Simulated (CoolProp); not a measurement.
Vapour-liquid equilibrium of n-hexane (1) + hexamethyldisiloxane (MM) (2) at 0.886 MPa; x and y are mole fractions of (1).

Values from CoolProp's multi-fluid Helmholtz-energy mixture model, Thol 2019 and Thol 2016; pair parameters Bell 2016.

```tsv
x	bubble temperature, mixture model (°C)	bubble temperature, Raoult's law (°C)	y, mixture model	y, Raoult's law
0.05	195.8	195.1	0.071	0.094
0.125	192.8	191.2	0.173	0.221
0.2	190.0	187.5	0.270	0.333
0.275	___	184.1	0.362	0.433
0.35	184.3	180.8	0.450	0.521
0.425	181.4	177.7	0.534	0.601
0.5	___	174.8	___	0.672
0.575	175.5	172.0	0.689	0.736
0.65	172.5	169.4	0.758	0.793
0.725	169.4	166.8	___	0.846
0.8	___	164.4	0.880	0.893
0.875	163.4	162.1	0.931	0.936
0.95	160.4	159.9	0.975	0.976
```

Problem. Some entries are withheld; supply them.

Solution. 
- 0.275, bubble temperature, mixture model (°C): 187.1
- 0.5, bubble temperature, mixture model (°C): 178.5
- 0.5, y, mixture model: 0.614
- 0.725, y, mixture model: 0.822
- 0.8, bubble temperature, mixture model (°C): 166.4

The largest gap from Raoult's law is +3.7 K in bubble temperature, at x = 0.5. No azeotrope shows between x = 0.05 and 0.95.

Pair parameters are fitted to limited data, so mixtures are less certain than the pure fluids.
